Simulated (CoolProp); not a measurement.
Vapour-liquid equilibrium of isobutene (1) + acetone (2) at 348.2 K; x and y are mole fractions of (1).

The numbers come from the multi-fluid Helmholtz-energy mixture model, Lemmon 2005 and Lemmon 2006; pair parameters Bell 2016 in CoolProp.

```
x     bubble pressure (MPa)  y at the bubble point  dew pressure at overall composition x (MPa)  liquid density (mol/L)
----  ---------------------  ---------------------  -------------------------------------------  ----------------------
0.05                 0.2785                      ?                                       0.1957                   12.31
0.15                 0.4421                  0.607                                       0.2180                   11.94
0.25                 0.5749                  0.715                                       0.2457                       ?
0.35                      ?                  0.774                                            ?                   11.21
0.45                 0.7622                  0.812                                       0.3278                   10.85
0.55                 0.8304                  0.842                                            ?                   10.51
0.65                 0.8908                  0.869                                       0.4873                   10.18
0.75                 0.9490                  0.897                                       0.6338                   9.874
0.85                  1.008                  0.930                                       0.8485                   9.590
0.95                  1.070                  0.973                                        1.039                   9.338
```

### Question
What belongs in the gaps?

### Answer

- 0.05, y at the bubble point: 0.344
- 0.25, liquid density (mol/L): 11.57
- 0.35, bubble pressure (MPa): 0.6795
- 0.35, dew pressure at overall composition x (MPa): 0.2810
- 0.55, dew pressure at overall composition x (MPa): 0.3926

No azeotrope shows between x = 0.05 and 0.95.

Pair parameters are fitted to limited data, so mixtures are less certain than the pure fluids.
